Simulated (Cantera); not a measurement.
Thermodynamics of boron, boron nitride and boron oxide, feed B2H6 + N2

Charge: 1 mol B2H6, 1.6 mol N2, equilibrated at 1902 °C and 0.975 Torr.

Method: chemical equilibrium by Gibbs-energy minimisation in Cantera with the NASA 1993 tables (ideal gas, pure condensed phases). Candidate condensed phases: B, BN; 15 gas species. The feed counts by its element totals alone. The tables' values for BH2 are old estimates; treat these amounts as uncertain. Rates play no part.

| Quantity | Value |
|---|---|
| x(H2) | 0.566 |
| x(N2) | 0.330 |
| x(H) | 0.102 |
| x(B) | 0.00149 |
| x(BH2) | 0.000666 |
| x(BH) | 5.12e-5 |
| x(BN) | 2.21e-5 |
| n(B(s)) | 1.99 mol |
| gas amount | 4.855 mol |
